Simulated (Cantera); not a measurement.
Feed: 1 mol FeS, 1 mol O₂, 4 mol N₂, a varied amount of SO₃, at 773 K and 1 atm.

Cantera equilibrium calculation (NASA polynomials, part measured and part estimated; ideal gas, pure solids and liquids). Candidate condensed phases: Fe, FeO, FeS, FeSO₄, FeS₂, Fe₂O₃, Fe₂(SO₄)₃, Fe₃O₄, S; 19 gas species. Gases not in the tables: S₃ to S₇. The numbers say what is thermodynamically allowed, not how fast it happens.

Which condensed phases are stable at each of these points (n(SO₃) (mol)): 0.15, 0.46, 0.77, 1.1, 1.4, 1.7, 2, 2.3, 2.6, 2.9, 3.2, 3.5, 3.8?


```
n(SO₃) (mol)         condensed phases  Fe condensed (%)
------------  -----------------------  ----------------
0.15               FeS₂(s) + Fe₃O₄(s)             100.0
0.46               FeS₂(s) + Fe₃O₄(s)             100.0
0.77               FeS₂(s) + Fe₃O₄(s)             100.0
1.1                FeS₂(s) + Fe₃O₄(s)             100.0
1.4               Fe₂O₃(s) + Fe₃O₄(s)             100.0
1.7               FeSO₄(s) + Fe₂O₃(s)             100.0
2                 FeSO₄(s) + Fe₂O₃(s)             100.0
2.3           FeSO₄(s) + Fe₂(SO₄)₃(s)             100.0
2.6           FeSO₄(s) + Fe₂(SO₄)₃(s)             100.0
2.9           FeSO₄(s) + Fe₂(SO₄)₃(s)             100.0
3.2                      Fe₂(SO₄)₃(s)             100.0
3.5                      Fe₂(SO₄)₃(s)             100.0
3.8                      Fe₂(SO₄)₃(s)             100.0
```

From 0.15 mol SO₃ to 1.1 mol SO₃ the condensed part is FeS₂(s) + Fe₃O₄(s). At 1.4 mol SO₃ the condensed part is Fe₂O₃(s) + Fe₃O₄(s). From 1.7 mol SO₃ to 2 mol SO₃ the condensed part is FeSO₄(s) + Fe₂O₃(s). From 2.3 mol SO₃ to 2.9 mol SO₃ the condensed part is FeSO₄(s) + Fe₂(SO₄)₃(s). From 3.2 mol SO₃ to 3.8 mol SO₃ the condensed part is Fe₂(SO₄)₃(s).
